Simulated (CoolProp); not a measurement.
Acetone along the isotherm 276.85 °C: Z from the reference equation and from simpler models built on Tc = 235.0 °C, pc = 46.92 bar, ω = 0.307; each cubic takes its own stable root.

Model: reference Helmholtz-energy equation of state, Lemmon 2006, in CoolProp. It is a short technical equation, of lower accuracy than the large ones.

```json
[
 {"p (bar)": "0.742", "phase": "gas", "reference": "0.9953", "van der Waals": "0.9961", "Peng-Robinson": "0.9954"},
 {"p (bar)": "1.32", "phase": "gas", "reference": "0.9916", "van der Waals": "0.9931", "Peng-Robinson": "0.9917"},
 {"p (bar)": "2.35", "phase": "gas", "reference": "0.9849", "van der Waals": "0.9876", "Peng-Robinson": "0.9853"},
 {"p (bar)": "4.17", "phase": "gas", "reference": "0.9732", "van der Waals": "0.9779", "Peng-Robinson": "0.9737"},
 {"p (bar)": "7.42", "phase": "gas", "reference": "0.9519", "van der Waals": "0.9601", "Peng-Robinson": "0.9530"},
 {"p (bar)": "13.2", "phase": "gas", "reference": "0.9134", "van der Waals": "0.9271", "Peng-Robinson": "0.9152"},
 {"p (bar)": "23.5", "phase": "gas", "reference": "0.8416", "van der Waals": "0.8629", "Peng-Robinson": "0.8450"},
 {"p (bar)": "41.7", "phase": "gas", "reference": "0.7020", "van der Waals": "0.7228", "Peng-Robinson": "0.7090"},
 {"p (bar)": "74.2", "phase": "supercritical", "reference": "0.3840", "van der Waals": "0.4139", "Peng-Robinson": "0.4477"},
 {"p (bar)": "132", "phase": "supercritical", "reference": "0.3771", "van der Waals": "0.5636", "Peng-Robinson": "0.4606"},
 {"p (bar)": "235", "phase": "supercritical", "reference": "0.5719", "van der Waals": "0.8776", "Peng-Robinson": "0.6589"}
]
```
